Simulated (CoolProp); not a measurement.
Aqueous ethylene glycol as a coolant, 13 % by mass, freezing at -4.6 °C, 1 atm.

Computed with CoolProp (Melinder's fits for secondary coolants).

```csv
T (°C),conductivity (W/(m K)),cp (kJ/(kg K)),Prandtl number,viscosity (mPa s)
-1.7,0.509,3.985,21.4,2.73
3.3,0.516,3.989,17.7,[?]
8.4,0.524,3.993,[?],1.94
13.5,0.531,3.997,12.5,1.66
18.6,[?],4.002,10.7,1.43
23.7,[?],[?],9.21,1.25
28.8,0.550,4.013,8.03,1.10
33.8,0.556,4.018,7.09,0.981
```

Question: What belongs in the gaps?

Answer: 
- 3.3, viscosity (mPa s): 2.29
- 8.4, Prandtl number: 14.8
- 18.6, conductivity (W/(m K)): 0.537
- 23.7, conductivity (W/(m K)): 0.544
- 23.7, cp (kJ/(kg K)): 4.007
